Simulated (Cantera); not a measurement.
# Transport properties of process gases

Gas mixture: 49.3 % N2O, 50.7 % H2O, at 750 Torr, frozen composition.

Cantera's kinetic-theory transport with the Lennard-Jones parameters of GRI-Mech 3.0, ideal gas; thermal conductivity in the multicomponent form. Polar gases are described roughly by these parameters. The composition is frozen, though it would react at the higher temperatures.

```
T (K)  ρ (kg/m³)  cp (J/kg/K)  μ (µPa s)  λ (mW/m/K)     Pr  D (cm²/s) O  D (cm²/s) H2O  D (cm²/s) H2
-----  ---------  -----------  ---------  ----------  -----  -----------  -------------  ------------
400        0.927         1246       17.4        32.0  0.679        0.518          0.296          1.26
650        0.571         1400       27.2        56.4  0.676         1.22          0.753          2.91
900        0.412         1520       36.0        81.1  0.675         2.13           1.37          5.05
1150       0.323         1615       43.9         105  0.672         3.23           2.12          7.62
1400       0.265         1693       51.2         129  0.670         4.49           2.99          10.6
1650       0.225         1758       58.0         152  0.669         5.91           3.97          13.9
1900       0.195         1812       64.3         175  0.667         7.48           5.05          17.6
2150       0.173         1855       70.3         196  0.666         9.18           6.22          21.6
2400       0.155         1889       76.1         216  0.664         11.0           7.49          25.9
```
D: mixture-averaged diffusion coefficient of that species in the mixture.
